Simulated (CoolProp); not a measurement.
Saturated liquid density (kg/m³) of water: the reference equation beside estimates from Tc = 373.9 °C, pc = 220.6 bar, ω = 0.344. Rackett uses Z = 0.29056 − 0.08775 ω.

Computed with CoolProp (reference Helmholtz-energy equation of state, Wagner 2002).

```csv
T (°C),reference,Rackett,Soave-Redlich-Kwong
177.05,890.1,739.6,648.3
184.55,882.1,731.8,641.2
192.15,873.7,723.8,633.7
199.75,864.9,715.6,625.9
207.35,855.9,707.3,617.9
214.95,846.6,698.8,609.6
222.55,836.9,690.1,601.0
230.05,827.1,681.3,592.2
237.65,816.7,672.2,582.9
245.25,805.9,662.8,573.2
252.85,794.6,653.2,563.1
```

Absolute difference from the reference over all 11 rows, mean and median: Rackett 17.4 and 17.5 %, Soave-Redlich-Kwong 28.1 and 28.0 %.
